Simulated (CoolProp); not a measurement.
Acetone along the isotherm 429.2 K: Z from the reference equation and from simpler models built on Tc = 508.1 K, pc = 46.92 bar, ω = 0.307; each cubic takes its own stable root.

Values from CoolProp's reference Helmholtz-energy equation of state, Lemmon 2006. It is a short technical equation, of lower accuracy than the large ones.

| p (bar) | phase | reference | Redlich-Kwong | Soave-Redlich-Kwong |
|---|---|---|---|---|
| 2.13 | gas | 0.9660 | 0.9746 | 0.9726 |
| 4.27 | gas | 0.9298 | 0.9480 | 0.9437 |
| 6.4 | gas | 0.8915 | 0.9203 | 0.9134 |
| 8.53 | gas | 0.8502 | 0.8911 | 0.8814 |
| 10.7 | gas | 0.8040 | 0.8596 | 0.8464 |
| 14.9 | liquid | 0.03977 | 0.7918 | 0.05230 |
| 17.1 | liquid | 0.04557 | 0.06390 | 0.05986 |
| 19.2 | liquid | 0.05109 | 0.07146 | 0.06705 |
| 21.3 | liquid | 0.05659 | 0.07898 | 0.07420 |
| 23.5 | liquid | 0.06234 | 0.08681 | 0.08165 |

At some of these states Redlich-Kwong gives the other phase, because its saturation line lies elsewhere.
